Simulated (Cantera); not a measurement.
A perfectly stirred reactor is fed with NO : N2 = 1 : 4.3 (molar parts), at 0.133 bar; it is held at 2025 K, and followed from long to short residence time.

Cantera simulation using GRI-Mech 3.0 (53 species, 325 reactions); the numbers are that mechanism's predictions, not measurements.

Q: What does this change do: temperature 2025 to 1800 K?

A: 
```
quantity                 before     after
---------------------  --------  --------
x(NO) at τ = 0.660 s      0.169     0.187
x(N2O) at τ = 0.660 s   1.24e-5   1.38e-5
x(O2) at τ = 0.660 s    0.00969  0.000846
x(O) at τ = 0.660 s    0.000259   1.98e-5
x(N2) at τ = 0.660 s      0.821     0.812
x(NO) at τ = 23.0 ms      0.188     0.189
x(N2O) at τ = 23.0 ms   1.47e-5   9.19e-6
x(O2) at τ = 23.0 ms   0.000188   1.32e-5
x(O) at τ = 23.0 ms    0.000109   1.12e-5
x(N2) at τ = 23.0 ms      0.812     0.811
```

Q: What does this change do: 0.018 parts H2O added?

A: 
| quantity | before | after |
|---|---|---|
| x(NO) at τ = 0.660 s | 0.169 | 0.166 |
| x(N2O) at τ = 0.660 s | 1.24e-5 | 9.87e-6 |
| x(O2) at τ = 0.660 s | 0.00969 | 0.0106 |
| x(O) at τ = 0.660 s | 0.000259 | 0.000242 |
| x(N2) at τ = 0.660 s | 0.821 | 0.819 |
| x(NO) at τ = 23.0 ms | 0.188 | 0.187 |
| x(N2O) at τ = 23.0 ms | 1.47e-5 | 1.10e-5 |
| x(O2) at τ = 23.0 ms | 0.000188 | 0.000313 |
| x(O) at τ = 23.0 ms | 0.000109 | 4.16e-5 |
| x(N2) at τ = 23.0 ms | 0.812 | 0.809 |
